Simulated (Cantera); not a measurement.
PbO + CO + N₂ (iron carbonyl, mercury and lead vapours)

Input: 1 mol PbO, 6.7 mol CO, 3.4 mol N₂, held at 1525 K.

Method: chemical equilibrium by Gibbs-energy minimisation in Cantera with the NASA 1993 tables (ideal gas, pure condensed phases). Candidate condensed phases: C, Pb, PbO, PbO₂, Pb₃O₄; 27 gas species. Equilibrium is a limit: real reactors are often held back by kinetics, nucleation or transport.

```json
[
 {"P (Pa)": "10", "x CO": "0.514", "x N₂": "0.306", "x CO₂": "0.0901", "x Pb": "0.0901", "x Pb₂": "1.28e-8", "x PbO": "1.91e-5", "x NO": "2.33e-7", "x O": "7.03e-8", "n Pb(l)": "0"},
 {"P (Pa)": "68", "x CO": "0.514", "x N₂": "0.306", "x CO₂": "0.0901", "x Pb": "0.0901", "x Pb₂": "8.68e-8", "x PbO": "1.91e-5", "x NO": "8.94e-8", "x O": "1.03e-8", "n Pb(l)": "0"},
 {"P (Pa)": "460", "x CO": "0.514", "x N₂": "0.306", "x CO₂": "0.0901", "x Pb": "0.0901", "x Pb₂": "5.87e-7", "x PbO": "1.91e-5", "x NO": "3.44e-8", "x O": "1.53e-9", "n Pb(l)": "0"},
 {"P (Pa)": "3200", "x CO": "0.514", "x N₂": "0.306", "x CO₂": "0.0901", "x Pb": "0.0901", "x Pb₂": "4.09e-6", "x PbO": "1.91e-5", "x NO": "1.30e-8", "x O": "2.20e-10", "n Pb(l)": "0"},
 {"P (Pa)": "22000", "x CO": "0.514", "x N₂": "0.306", "x CO₂": "0.0901", "x Pb": "0.0900", "x Pb₂": "2.81e-5", "x PbO": "1.91e-5", "x NO": "4.97e-9", "x O": "3.20e-11", "n Pb(l)": "0"},
 {"P (Pa)": "150000", "x CO": "0.553", "x N₂": "0.330", "x CO₂": "0.0969", "x Pb": "0.0208", "x Pb₂": "1.02e-5", "x PbO": "4.41e-6", "x NO": "1.97e-9", "x O": "4.69e-12", "n Pb(l)": "0.786"},
 {"P (Pa)": "1000000", "x CO": "0.563", "x N₂": "0.336", "x CO₂": "0.0987", "x Pb": "0.00311", "x Pb₂": "1.53e-6", "x PbO": "6.61e-7", "x NO": "7.72e-10", "x O": "<1e-12", "n Pb(l)": "0.968"}
]
```
x: gas mole fraction; n: condensed amount in mol.

From 0.000100 bar to 0.220 bar nothing is condensed. From 1.50 bar to 10.0 bar the condensed part is Pb(l). The main Pb-bearing gas is Pb throughout.
